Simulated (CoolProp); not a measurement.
Saturation properties of nitrous oxide (Tc = 309.5 K, pc = 7.245 MPa, ω = 0.161).

Computed with CoolProp (reference Helmholtz-energy equation of state, Lemmon 2006). It is a short technical equation, of lower accuracy than the large ones.

```csv
T (K),p (MPa),liquid density (kg/m³),vapour density (kg/m³),enthalpy of vaporisation (kJ/kg),liquid cp (kJ/(kg K))
226.3,0.7307,1099,19.10,321.4,1.812
231.4,0.8819,1081,22.92,313.7,1.835
236.4,1.052,1063,27.23,[?],1.862
241.4,1.244,1044,32.17,297.6,1.892
246.4,1.461,1025,37.81,289.0,1.927
251.5,1.710,1005,44.40,279.7,1.969
256.5,[?],984.1,51.79,270.0,2.018
261.5,2.286,962.3,60.24,259.7,2.077
266.5,2.622,[?],69.93,248.7,2.149
271.5,2.992,915.4,81.11,236.8,2.238
276.6,3.407,889.1,94.36,223.7,2.355
281.6,3.854,861.3,109.6,209.6,2.509
286.6,4.343,830.8,127.8,193.9,2.726
291.6,4.877,796.7,150.0,176.0,3.057
```

Task: What belongs in the gaps?

Result: 
- 236.4, enthalpy of vaporisation (kJ/kg): 305.9
- 256.5, p (MPa): 1.983
- 266.5, liquid density (kg/m³): 939.5

It boils at 184.7 K under 1 atm.
